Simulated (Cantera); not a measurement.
Input (Python, Cantera):

```python
import numpy as np
import cantera as ct

gas = ct.Solution("gri30.yaml")


def delay(T, t_max=10):
    gas.TPX = T, 92000, {'CO': 1, 'H2': 0.11, 'CH4': 1.3, 'O2': 7.51, 'N2': 28.2}
    reactor = ct.IdealGasReactor(gas, clone=False)
    net = ct.ReactorNet([reactor])
    net.rtol, net.atol = 1e-8, 1e-16
    while net.time < t_max:
        t_old, T_old = net.time, reactor.T
        net.step()
        if reactor.T > T + 400:  # ignition: a rise of 400 K
            return t_old + (T + 400 - T_old) / (reactor.T - T_old) * (net.time - t_old)
    return np.nan


taus = []
for T in [1050, 1125, 1200, 1275, 1350, 1425, 1500, 1575, 1650]:
    taus.append(delay(T))
    print(f"T0 = {T:6g} K   tau = {taus[-1]:.4e} s")
```

Output:

```
T0 =   1050 K   tau = 7.0321e-02 s
T0 =   1125 K   tau = 2.8160e-02 s
T0 =   1200 K   tau = 1.1153e-02 s
T0 =   1275 K   tau = 4.6350e-03 s
T0 =   1350 K   tau = 2.1003e-03 s
T0 =   1425 K   tau = 1.0543e-03 s
T0 =   1500 K   tau = 5.8160e-04 s
T0 =   1575 K   tau = 3.4502e-04 s
T0 =   1650 K   tau = 2.1578e-04 s
```

Detailed kinetics in Cantera: GRI-Mech 3.0 (53 species, 325 reactions).
